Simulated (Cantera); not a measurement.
Input: 1 mol Si, 4.6 mol HF, 3.5 mol H2, 5.7 mol NF3, equilibrated at 1525 K and 67.0 Pa.

Method: chemical equilibrium by Gibbs-energy minimisation in Cantera with the NASA 1993 tables (ideal gas, pure condensed phases). Candidate condensed phases: Si, Si3N4; 37 gas species. Equilibrium is a limit: real reactors are often held back by kinetics, nucleation or transport.

Base state: HF 0.538, F 0.283, N2 0.132, SiF4 0.0464 (mole fractions); condensed: gas only.

### Question
What changes in the equilibrium state with this change: pressure from 67.0 Pa to 0.133 bar?

### Answer
```tsv
species	before	after
HF	0.538	0.539
F	0.283	0.281
N2	0.132	0.132
F2	5.80e-6	0.00114
SiF4	0.0464	0.0465
```
